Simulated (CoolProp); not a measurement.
The fluid at 293.15 K and 1.04 MPa (liquid) is heated at constant pressure to 357 K. The same conditions are run with several fluids, on thermodynamics alone (safety and materials aside).

The numbers come from the reference Helmholtz-energy equation of state of each fluid (R227EA: Lemmon 2016; dimethyl carbonate: Zhou 2011; tetradecamethylhexasiloxane (MD4M): Thol 2019; c-C4F8 (RC318): Platzer 1990; toluene: Lemmon 2006) in CoolProp. The equations of Platzer and Polt are older, rougher fits.

```tsv
fluid	heat (kJ/kg)	final phase	final density (kg/m³)
R227EA	164	gas	71.3
dimethyl carbonate	[?]	liquid	984
tetradecamethylhexasiloxane (MD4M)	113	liquid	832
c-C4F8 (RC318)	[?]	gas	87.5
toluene	[?]	liquid	807
```

### Question
Some entries are withheld; supply them.

### Answer

- dimethyl carbonate, heat (kJ/kg): 120
- c-C4F8 (RC318), heat (kJ/kg): 152
- toluene, heat (kJ/kg): 114
